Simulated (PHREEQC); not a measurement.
Make-up at 48 °C: 0.029 mol/kgw H2SO4, 0.023 mol/kgw MnSO4 and 0.073 mol/kgw Fe2(SO4)3. It is in equilibrium with CO2 at log p = -3.5 (atm). Otherwise closed; pH follows from the charge balance.

Computed with PHREEQC (ion-association model, phreeqc.dat).

This is a speciation only: nothing precipitates in the calculation.

Task: Estimate the pH, ionic strength.

Result: pH 1.91; ionic strength 0.260 mol/kgw.

Task: In which forms is Mn present?

Result: Mn+2 51 %, MnSO4 49 % of the Mn.

Saturation is exceeded, for instance for Hematite (slow to form), Goethite (slow to form); the values hold only as long as no solid forms. Complexes and solids missing from the database can't appear. At this temperature some constants are extrapolated from 25 °C, and those without enthalpy data are left unchanged.
